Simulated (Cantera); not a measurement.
Charge: 1 mol TEOS, 0.25 mol NO, 77 mol N2, at 1973 K and 5.10 Pa.

Equilibrium computed with Cantera from the NASA thermochemical tables; the gas is ideal and each condensed phase is pure. Candidate condensed phases: C, C6H6, C7H8, C8H18, H2O, Si, SiC, SiO2, Si2N2O, Si3N4; 151 gas species. The feed counts by its element totals alone. The tables' values for SiN are old estimates; treat these amounts as uncertain. Kinetics and transport are ignored.

Base state: N2 0.811, H2 0.0774, H 0.0525, CO 0.0447, Si 0.00987, HCN 0.00332, SiC2 0.000359, HNC 0.000179 (mole fractions); condensed: C(graphite).

### Question
What changes in the equilibrium state with this change: temperature from 1973 K to 1925 K?

### Answer
| species | before | after |
|---|---|---|
| N2 | 0.811 | 0.817 |
| H2 | 0.0774 | 0.0851 |
| CO | 0.0447 | 0.0449 |
| H | 0.0525 | 0.0391 |
| Si | 0.00987 | 0.00978 |
| SiO | 0.000126 | 0.000243 |
| CN | 4.98e-5 | 2.58e-5 |
| Si2C | 7.75e-5 | 0.000134 |
| C(graphite), mol | 3.34 | 3.41 |
